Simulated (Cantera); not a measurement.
A Cantera script and its output.

```python
import numpy as np
import cantera as ct

gas = ct.Solution("gri30.yaml", transport_model="mixture-averaged")
show = ['N2', 'CH4', 'CH3']

rows = []
print(f"{'T/K':>7s}{'rho':>11s}{'cp':>10s}{'mu':>11s}{'lambda':>11s}{'Pr':>7s}" + "".join(f"{'D_' + s:>11s}" for s in show))
for T in [400, 600, 800, 1000, 1200, 1400]:
    gas.TPX = T, 140, {'CO2': 0.98, 'H2O': 0.37}
    Pr = gas.cp_mass * gas.viscosity / gas.thermal_conductivity
    D = [gas.mix_diff_coeffs_mole[gas.species_index(s)] for s in show]
    rows.append([gas.density, gas.cp_mass, gas.viscosity, gas.thermal_conductivity, Pr, *D])
    print(f"{T:7g}{gas.density:11.4e}{gas.cp_mass:10.1f}{gas.viscosity:11.4e}"
          f"{gas.thermal_conductivity:11.4e}{Pr:7.3f}" + "".join(f"{d:11.4e}" for d in D))
print("SI units: kg/m3, J/kg/K, Pa s, W/m/K, m2/s")
```

Result:

```
    T/K        rho        cp         mu     lambda     Pr       D_N2      D_CH4      D_CH3
    400 1.5527e-03    1067.0 1.8738e-05 2.8124e-02  0.711 2.1183e-02 2.2890e-02 2.3151e-02
    600 1.0351e-03    1201.9 2.6874e-05 4.5646e-02  0.708 4.3597e-02 4.7772e-02 4.8235e-02
    800 7.7634e-04    1300.0 3.4057e-05 6.3087e-02  0.702 7.1745e-02 7.9203e-02 7.9888e-02
   1000 6.2107e-04    1375.9 4.0546e-05 8.0063e-02  0.697 1.0498e-01 1.1640e-01 1.1733e-01
   1200 5.1756e-04    1434.2 4.6510e-05 9.6423e-02  0.692 1.4286e-01 1.5884e-01 1.6004e-01
   1400 4.4362e-04    1480.9 5.2064e-05 1.1213e-01  0.688 1.8509e-01 2.0616e-01 2.0765e-01
SI units: kg/m3, J/kg/K, Pa s, W/m/K, m2/s
```

Computed with Cantera and GRI-Mech 3.0 (53 species, 325 reactions). Polar gases are described roughly by these parameters.
